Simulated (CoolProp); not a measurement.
Vapour-liquid equilibrium of ethylene (1) + ethane (2) at 0.178 MPa; x and y are mole fractions of (1).

Computed with CoolProp (multi-fluid Helmholtz-energy mixture model, Smukala 2000 and Bücker 2006; pair parameters Bell 2016).

```tsv
x	bubble temperature (K)	y at the bubble point	dew temperature at overall composition x (K)	liquid density (mol/L)
0.05	194.2	0.111	195.0	17.73
0.15	191.7	0.288	193.7	17.95
0.25	189.7	0.425	192.3	18.16
0.35	187.9	0.537	190.8	18.37
0.45	186.4	0.632	189.3	18.57
0.55	185.0	0.716	187.7	18.78
0.65	183.7	0.792	186.1	18.98
0.75	182.4	0.859	184.4	19.19
0.85	181.2	0.921	182.6	19.39
0.95	180.1	0.975	180.7	19.60
```

No azeotrope shows between x = 0.05 and 0.95.

The pair parameters rest on a limited set of measurements; away from them the model extrapolates.
